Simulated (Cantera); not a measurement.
A closed system holds: 1 mol Ti(OiPr)4, 3.7 mol H2O, 1.3 mol N2, equilibrated at 27.8 Torr.

Method: chemical equilibrium by Gibbs-energy minimisation in Cantera with the NASA 1993 tables (ideal gas, pure condensed phases). Candidate condensed phases: C, C6H6, C7H8, C8H18, H2O, Ti, TiC, TiN, TiO, TiO2, Ti2O3, Ti3O5, Ti4O7; 139 gas species. The feed counts by its element totals alone. TiC: taken at fixed stoichiometry. Kinetics and transport are ignored.

x: gas mole fraction; n: condensed amount in mol.

| T (K) | x H2 | x CO | x N2 | x H | x HCN | x C2H2 (acetylene) | n C(graphite) | n TiC(s) |
|---|---|---|---|---|---|---|---|---|
| 1523 | 0.663 | 0.288 | 0.0486 | 9.78e-5 | 0.000223 | 7.83e-6 | 3.29 | 1.00 |
| 1623 | 0.662 | 0.288 | 0.0485 | 0.000292 | 0.000422 | 2.31e-5 | 3.29 | 1.00 |
| 1723 | 0.662 | 0.288 | 0.0483 | 0.000771 | 0.000741 | 5.99e-5 | 3.28 | 1.00 |
| 1823 | 0.661 | 0.288 | 0.0480 | 0.00183 | 0.00122 | 0.000140 | 3.26 | 1.00 |
| 1923 | 0.658 | 0.288 | 0.0476 | … | … | … | 3.23 | 1.00 |
| 2023 | 0.654 | 0.287 | 0.0470 | … | … | … | 3.19 | 1.000 |
| 2123 | 0.647 | 0.286 | 0.0462 | 0.0150 | 0.00402 | 0.00107 | 3.13 | 1.000 |

Task: Some entries are withheld; supply them.

Result: 
- 1923, x H: 0.00397
- 1923, x HCN: 0.00190
- 1923, x C2H2 (acetylene): 0.000297
- 2023, x H: 0.00799
- 2023, x HCN: 0.00283
- 2023, x C2H2 (acetylene): 0.000584
